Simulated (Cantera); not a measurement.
A Cantera script and what it prints.

```python
import numpy as np
import cantera as ct

gas_names = """
    C CH CH2 CH3 CH4 CN C2 C2H C2H2,acetylene C2H2,vinylidene C2H3,vinyl CH3CN C2H4 C2H5 C2H6 CCN CNC
    C2N2 C3 C3H3,propargyl C3H4,allene C3H4,propyne C3H4,cyclo- C3H5,allyl C3H6,propylene C3H6,cyclo-
    C3H7,n-propyl C3H7,i-propyl C3H8 C4 C4H2 C4H4,1,3-cyclo- C4H6,butadiene C4H6,2-butyne C4H6,cyclo-
    C4H8,1-butene C4H8,cis2-buten C4H8,tr2-butene C4H8,isobutene C4H8,cyclo- C4H9,n-butyl C4H9,i-butyl
    C4H9,s-butyl C4H9,t-butyl C4H10,isobutane C4H10,n-butane C4N2 C5 C5H6,1,3cyclo- C5H8,cyclo-
    C5H10,1-pentene C5H10,cyclo- C5H11,pentyl C5H11,t-pentyl C5H12,n-pentane C5H12,i-pentane
    CH3C(CH3)2CH3 C6H2 C6H5,phenyl C6H6 C6H10,cyclo- C6H12,1-hexene C6H12,cyclo- C6H13,n-hexyl
    C7H7,benzyl C7H8 C7H14,1-heptene C7H15,n-heptyl C7H16,n-heptane C8H8,styrene C8H10,ethylbenz
    C8H16,1-octene C8H17,n-octyl C8H18,isooctane C8H18,n-octane C9H19,n-nonyl C10H8,naphthale
    C10H21,n-decyl C12H9,o-bipheny C12H10,bipheny H HCN HCCN HNC H2 N NH NH2 NH3 N2 N2H2 N2H4
""".split()
cond_names = """
    C(gr) C6H6(L) C7H8(L) C8H18(L),n-octa
""".split()


def load(file, names, dense=False):
    # The tables refer to 1 bar. Condensed volumes are neglected.
    table = {s.name: s for s in ct.Species.list_from_file(file)}
    out = []
    for n in names:
        d = dict(table[n].input_data)
        d["thermo"] = dict(d["thermo"], **{"reference-pressure": 1e5})
        if dense:
            d["equation-of-state"] = {"model": "constant-volume", "density": "1e6 g/cm^3"}
        out.append(ct.Species.from_dict(d))
    return out


gas = ct.Solution(thermo="ideal-gas", species=load("nasa_gas.yaml", gas_names))
cond = {s.name: ct.Solution(thermo="fixed-stoichiometry", species=[s], name=s.name)
        for s in load("nasa_condensed.yaml", cond_names, dense=True)}
atoms = {
    'n-butane': {'C': 4, 'H': 10},
    'NH3': {'N': 1, 'H': 3},
    'N2': {'N': 2},
}
top_T = {'C(gr)': 4500}  # K; cautious upper limits of use, not melting points


def equilibrate(T, P, feed):
    n = {}
    for name, mol in feed.items():
        for a, k in atoms[name].items():
            n[a] = n.get(a, 0.0) + k * mol
    gas.TPX = T, P, n
    mass = sum(n.values()) * gas.mean_molecular_weight
    gas.equilibrate("TP")
    valid = [c for c in cond.values() if c.min_temp <= T <= top_T.get(c.name, c.max_temp)]
    mix = ct.Mixture([(gas, mass / gas.mean_molecular_weight)] + [(c, 0.0) for c in valid])
    mix.T, mix.P = T, P
    mix.equilibrate("TP", solver="vcs", rtol=1e-11, max_steps=5000)
    return mix


results = []
feed = {'n-butane': 1, 'NH3': 0.55, 'N2': 8.2}  # mol
P = 500  # Pa
for T in [525, 625, 725, 825, 925, 1025, 1125, 1225, 1325, 1425, 1525, 1625]:
    mix = equilibrate(T, P, feed)
    results.append((T, P, feed, dict(zip(mix.species_names, mix.species_moles))))

top = {s: max(r[3][s] / sum(r[3][g] for g in gas_names) for r in results) for s in gas_names}
cols = sorted((s for s in top if top[s] > 0.001), key=lambda s: -top[s])[:9]
seen = [c for c in cond_names if any(r[3].get(c, 0) > 1e-12 for r in results)]
print("log10 of partial pressures in bar; condensed amounts in mol")
print(f"{'T/K':>10s}" + "".join(f"{s[:9]:>10s}" for s in cols + seen))
for T, P, feed, n in results:
    ng = sum(n[g] for g in gas_names)
    print(f"{T:10.4g}" + "".join(f"{np.log10(max(n[s] / ng * P / 1e5, 1e-99)):10.3f}" for s in cols)
          + "".join(f"{n.get(c, 0):10.4g}" for c in seen))
```

Output:

```
log10 of partial pressures in bar; condensed amounts in mol
       T/K        N2        H2       CH4       HCN     C(gr)
       525    -2.469    -3.064    -3.133   -14.385     2.163
       625    -2.515    -2.747    -3.810   -12.110      3.57
       725    -2.526    -2.698    -4.686   -10.545     3.941
       825    -2.528    -2.692    -5.428    -9.374     3.989
       925    -2.528    -2.691    -6.027    -8.459     3.997
      1025    -2.528    -2.691    -6.516    -7.725     3.999
      1125    -2.528    -2.691    -6.922    -7.123     3.999
      1225    -2.528    -2.691    -7.264    -6.620     3.999
      1325    -2.528    -2.691    -7.555    -6.193     3.998
      1425    -2.528    -2.691    -7.806    -5.828     3.996
      1525    -2.529    -2.692    -8.025    -5.511     3.991
      1625    -2.529    -2.692    -8.217    -5.233     3.982
```

Method: chemical equilibrium by Gibbs-energy minimisation in Cantera with the NASA 1993 tables (ideal gas, pure condensed phases).
